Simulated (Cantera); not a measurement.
BaF₂ + O₂ + N₂ (halide evaporation, hydrolysis and transport)

Charge: 1 mol BaF₂, 0.74 mol O₂, 57 mol N₂, equilibrated at 100 Torr.

Cantera equilibrium calculation (NASA polynomials, part measured and part estimated; ideal gas, pure solids and liquids). Candidate condensed phases: Ba, BaF₂, BaO; 20 gas species. The numbers say what is thermodynamically allowed, not how fast it happens.

From 1402 °C to 1502 °C the condensed part is BaF₂(l). From 1552 °C to 1852 °C nothing is condensed. The main Ba-bearing gas is BaF₂ throughout.

| T (°C) | x N₂ | x BaF₂ | x O₂ | x NO | x O | n BaF₂(l) |
|---|---|---|---|---|---|---|
| 1402 | 0.983 | 0.00420 | 0.0124 | 0.000715 | 1.04e-5 | 0.757 |
| 1452 | 0.979 | 0.00818 | 0.0123 | 0.000858 | 1.76e-5 | 0.524 |
| 1502 | 0.972 | 0.0153 | 0.0121 | 0.00102 | 2.88e-5 | 0.104 |
| 1552 | 0.970 | 0.0170 | 0.0120 | 0.00120 | 4.61e-5 | 0 |
| 1602 | 0.970 | 0.0170 | 0.0119 | 0.00140 | 7.17e-5 | 0 |
| 1652 | 0.970 | 0.0170 | 0.0117 | 0.00162 | 0.000109 | 0 |
| 1702 | 0.969 | 0.0170 | 0.0116 | 0.00186 | 0.000162 | 0 |
| 1752 | 0.969 | 0.0170 | 0.0114 | 0.00212 | 0.000237 | 0 |
| 1802 | 0.969 | 0.0170 | 0.0112 | 0.00240 | 0.000338 | 0 |
| 1852 | 0.969 | 0.0170 | 0.0110 | 0.00269 | 0.000475 | 0 |
x: gas mole fraction; n: condensed amount in mol.
